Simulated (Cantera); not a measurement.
**Reactions in the system Ca-F-H**

Standard-state values (1 bar) from the NASA 1993 polynomials, evaluated with Cantera. Values are per mole of reaction as written; species without (g) are pure solids or liquids, kept so even where they would boil at 1 bar.

Ca + 2 HF(g) → CaF2 + H2(g)

| T (K) | ΔH° (kJ) | ΔS° (J/K) | ΔG° (kJ) | log10 K |
|---|---|---|---|---|
| 600 | -675.4 | -178.6 | -568.3 | 49.47 |
| 650 | -674.5 | -177.1 | -559.4 | 44.95 |
| 700 | -673.6 | -175.7 | -550.6 | 41.08 |
| 750 | -673.4 | -175.5 | -541.8 | 37.73 |
| 800 | -672.3 | -174.0 | -533.0 | 34.80 |
| 850 | -671.0 | -172.5 | -524.4 | 32.22 |
| 900 | -669.7 | -171.0 | -515.8 | 29.94 |
| 950 | -668.3 | -169.5 | -507.3 | 27.89 |
| 1000 | -667.0 | -168.1 | -498.8 | 26.06 |
